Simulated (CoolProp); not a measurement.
Properties of hydrogen chloride at several states (Tc = 51.5 °C, pc = 8314 kPa, ω = 0.130).

Values from CoolProp's reference Helmholtz-energy equation of state, Thol 2018.

```csv
T (°C),p (kPa),phase,density (kg/m³),cp (kJ/(kg K)),speed of sound (m/s),expansivity (1/kK),fugacity coefficient
270.65,1950,gas,15.98,(withheld),(withheld),1.954,0.9839
144.95,15.7,gas,0.1647,0.8007,365.1,2.394,0.9997
383.45,12.2,gas,0.08148,0.8173,(withheld),1.523,1.0000
```

### Question
Fill in the missing entries.

### Answer

- 270.65, cp (kJ/(kg K)): 0.8310
- 270.65, speed of sound (m/s): 414.2
- 383.45, speed of sound (m/s): 455.7
